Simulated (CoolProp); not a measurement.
Properties of C2F6 (R116) along the isobar 840 kPa (Tc = 19.9 °C, pc = 3048 kPa, ω = 0.257).

Computed with CoolProp (reference Helmholtz-energy equation of state, Lemmon 2006). It is a short technical equation, of lower accuracy than the large ones.

```
T (°C)  phase  speed of sound (m/s)  isothermal compressibility (1/MPa)
------  -----  --------------------  ----------------------------------
14.65     gas                 125.1                               1.346
19.85     gas                 127.0                               1.333
25.05     gas                 128.9                               1.322
30.25     gas                 130.6                               1.312
35.55     gas                 132.4                               1.302
40.75     gas                 134.0                               1.294
45.95     gas                 135.7                               1.287
51.15     gas                 137.2                               1.280
56.35     gas                 138.8                               1.274
61.55     gas                 140.3                               1.269
66.75     gas                 141.7                               1.264
71.95     gas                 143.2                               1.259
77.15     gas                 144.6                               1.255
82.45     gas                 146.0                               1.251
87.65     gas                 147.4                               1.247
```
